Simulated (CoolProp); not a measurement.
Model: reference Helmholtz-energy equation of state, de Reuck 1990, in CoolProp.

Question: Give the vapour pressure (MPa), liquid cp (kJ/(kg K)), surface tension (mN/m) of saturated fluorine at 118.3, 129.3 K.

Answer: 
```tsv
T (K)	p (MPa)	liquid cp (kJ/(kg K))	surface tension (mN/m)
118.3	1.48	1.82	4.95
129.3	2.66	2.25	2.55
```

Surface tension comes from a separate correlation (Mulero 2012).
